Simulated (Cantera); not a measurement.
## Equilibrium for iron carbonyl, mercury and lead vapours: Fe(CO)5 + H2

A closed system holds: 1 mol Fe(CO)5, a varied amount of H2, equilibrated at 1598.15 K and 13.3 mbar.

These are equilibrium values from Cantera (NASA tables, ideal gas, pure condensed phases), not measurements of a reactor. Candidate condensed phases: C, C6H6, C7H8, C8H18, Fe, Fe(CO)5, FeO, Fe(OH)2, Fe(OH)3, Fe2O3, Fe3O4, H2O; 114 gas species. Equilibrium is a limit: real reactors are often held back by kinetics, nucleation or transport.

From 0.26 mol H2 to 38 mol H2 the condensed part is Fe(γ). The main Fe-bearing gas is Fe throughout.

```csv
n(H2) (mol),log p CO,log p H2,log p H,log p Fe,log p H2O,log p CH4,log p CO2,n Fe(γ)
0.26,-1.90,-3.18,-5.86,-5.97,-8.13,-9.15,-7.32,1.000
0.39,-1.91,-3.02,-5.78,-5.97,-7.98,-8.82,-7.35,1.000
0.59,-1.92,-2.85,-5.70,-5.97,-7.78,-8.54,-7.33,1.000
0.89,-1.95,-2.70,-5.62,-5.97,-7.59,-8.28,-7.32,1.000
1.4,-1.98,-2.54,-5.54,-5.97,-7.41,-8.01,-7.33,0.999
2.1,-2.03,-2.40,-5.48,-5.97,-7.27,-7.81,-7.37,0.999
3.1,-2.08,-2.29,-5.42,-5.97,-7.17,-7.63,-7.43,0.999
4.7,-2.16,-2.19,-5.37,-5.97,-7.08,-7.49,-7.53,0.999
7.2,-2.26,-2.10,-5.33,-5.97,-7.03,-7.38,-7.67,0.999
11,-2.38,-2.04,-5.29,-5.97,-7.02,-7.31,-7.84,0.999
16,-2.50,-1.99,-5.27,-5.97,-7.03,-7.29,-8.01,0.998
25,-2.65,-1.95,-5.25,-5.97,-7.07,-7.29,-8.24,0.998
38,-2.81,-1.93,-5.24,-5.97,-7.12,-7.31,-8.48,0.997
```
log p: log10 of the partial pressure in bar; n: condensed amount in mol.
